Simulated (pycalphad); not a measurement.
Sn-Zr solution, phase LIQUID, at 1627 °C; mixing quantities and activities refer to the pure elements in the same phase at that temperature, stable or not. Over part of the range this solution is metastable.

All values are pycalphad results on the COST 507 light-alloy database (1999) (1 atm), not direct measurements. The database dates from 1999; later assessments differ in places, in temperatures and in the compounds included.

```
x(Zr)  ΔH mix (kJ/mol)  ΔG mix (kJ/mol)  excess S (J/mol/K)     a(Sn)     a(Zr)  stable as one phase?
-----  ---------------  ---------------  ------------------  --------  --------  --------------------
0.02             -4.57            -3.99               -1.12     0.984   7.44e-6                   yes
0.05            -10.20            -9.43               -2.06     0.968   1.20e-5                   yes
0.1             -16.77           -18.24               -1.93     0.949   1.55e-5                   yes
0.2             -21.88           -35.06                2.78     0.828   3.23e-5                   yes
0.3             -20.31           -49.84               10.46     0.529  0.000120                   yes
0.4             -15.92           -61.13               18.20     0.210  0.000655                   yes
0.5             -11.38           -67.67               23.87    0.0459   0.00414   no: LIQUID + SN3ZR5
0.6              -8.24           -68.43               26.08   0.00524    0.0243   no: LIQUID + SN3ZR5
0.7              -6.87           -62.61               24.26  0.000307     0.111   no: LIQUID + SN3ZR5
0.8              -6.52           -49.66               18.55   9.41e-6     0.355   no: LIQUID + SN3ZR5
0.9              -5.25           -29.18                9.89   1.45e-7     0.739            no: BCC_A2
0.95             -3.36           -15.93                4.97   1.15e-8     0.905            no: BCC_A2
0.98             -1.55            -6.85                1.97   1.51e-9     0.973            no: BCC_A2
```

BCC_A2 is bcc.
